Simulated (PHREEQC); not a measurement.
Make-up at 25 °C: 0.06 mol ZnSO4, 0.0058 mol H3BO3 and 0.0095 mol H2SO4 per kg of water. Closed to the air; pH follows from the charge balance.

Equilibrium calculation in PHREEQC: ion-association model, phreeqc.dat.

Precipitation was switched off in this run.

Predict the pH, density.

pH 2.10; density 1.007 g/cm³.

In which forms is Zn present?

Zn+2 54 %, ZnSO4 38 %, Zn(SO4)2-2 8.5 % of the Zn.
